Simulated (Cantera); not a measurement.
**Transport properties of process gases**

Gas mixture: 42.5 % CH4, 57.5 % H2, at 380000 Pa, frozen composition.

Cantera's kinetic-theory transport with the Lennard-Jones parameters of GRI-Mech 3.0, ideal gas; thermal conductivity in the mixture-averaged form. The composition is frozen, though it would react at the higher temperatures.

```csv
T (K),ρ (kg/m³),cp (J/kg/K),μ (µPa s),λ (mW/m/K),Pr,D (cm²/s) H2,D (cm²/s) CH3,D (cm²/s) H
400,0.911,4272,14.3,123,0.498,0.322,0.169,0.686
550,0.663,4755,18.0,165,0.518,0.551,0.293,1.19
700,0.521,5242,21.2,207,0.536,0.825,0.443,1.79
850,0.429,5691,24.2,250,0.551,1.14,0.614,2.48
1000,0.364,6098,26.9,292,0.563,1.49,0.807,3.26
1150,0.317,6462,29.5,334,0.572,1.88,1.02,4.12
1300,0.280,6781,32.0,375,0.578,2.31,1.25,5.06
1450,0.251,7060,34.4,416,0.583,2.77,1.50,6.06
```
D: mixture-averaged diffusion coefficient of that species in the mixture.
